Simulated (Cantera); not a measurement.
Cantera run, input and output.

```python
import numpy as np
import cantera as ct

gas = ct.Solution("gri30.yaml")
gas.TP = 300, 210000
flame = ct.CounterflowDiffusionFlame(gas, width=0.02)
flame.fuel_inlet.X, flame.fuel_inlet.T = {'CH4': 1, 'N2': 1.4}, 375
flame.oxidizer_inlet.X, flame.oxidizer_inlet.T = {'O2': 0.25, 'N2': 0.75}, 675
flame.set_refine_criteria(ratio=3, slope=0.12, curve=0.24, prune=0.03)
show = ['OH', 'H', 'NO', 'CO', 'C2H2']

rows = []
print(f"{'mdot':>8s}{'a_max':>10s}{'a_mean':>10s}{'Tmax/K':>9s}" + "".join(f"{s:>11s}" for s in show) + "   (peak mole fractions)")
for i, mdot in enumerate([0.53, 0.81, 1.2, 1.9, 3, 4.6, 7.1, 11]):  # kg/m2/s on the oxidiser side
    flame.oxidizer_inlet.mdot, flame.fuel_inlet.mdot = mdot, 0.97 * mdot
    flame.solve(loglevel=0, auto=(i == 0))
    if flame.T.max() < max(375, 675) + 100:
        print(f"{mdot:8.3g}  no burning solution found from the previous one")
        break
    dT = np.abs(np.gradient(flame.T, flame.grid))
    rows.append([flame.strain_rate("max"), flame.strain_rate("mean"), flame.T.max(),
                 *(flame.X[gas.species_index(s)].max() for s in show), max(dT[0], dT[-1]) / dT.max()])
    print(f"{mdot:8.3g}{rows[-1][0]:10.1f}{rows[-1][1]:10.1f}{rows[-1][2]:9.1f}" + "".join(f"{x:11.3e}" for x in rows[-1][3:-1]))
```

It prints:

```
    mdot     a_max    a_mean   Tmax/K         OH          H         NO         CO       C2H2   (peak mole fractions)
    0.53     184.1      41.0   2264.0  8.130e-03  2.631e-03  4.391e-04  5.351e-02  1.022e-02
    0.81     272.0      62.6   2238.8  8.325e-03  2.818e-03  3.979e-04  5.217e-02  9.399e-03
     1.2     391.9      92.8   2218.7  8.497e-03  2.999e-03  3.621e-04  5.117e-02  8.672e-03
     1.9     602.7     146.9   2198.2  8.653e-03  3.217e-03  3.193e-04  5.034e-02  7.899e-03
       3     926.9     232.0   2176.4  8.715e-03  3.420e-03  2.713e-04  4.968e-02  7.149e-03
     4.6    1388.9     355.7   2151.5  8.631e-03  3.570e-03  2.204e-04  4.916e-02  6.371e-03
     7.1    2098.4     549.1   2121.8  8.392e-03  3.668e-03  1.667e-04  4.889e-02  5.539e-03
      11    3182.0     850.7   2083.1  7.912e-03  3.646e-03  1.119e-04  4.880e-02  4.516e-03
```

Cantera simulation using GRI-Mech 3.0 (53 species, 325 reactions); the numbers are that mechanism's predictions, not measurements. GRI-Mech 3.0 has no aromatics or soot, which form on the fuel side of real flames. The maximum strain rate includes the flame's own expansion and is several times the mean.
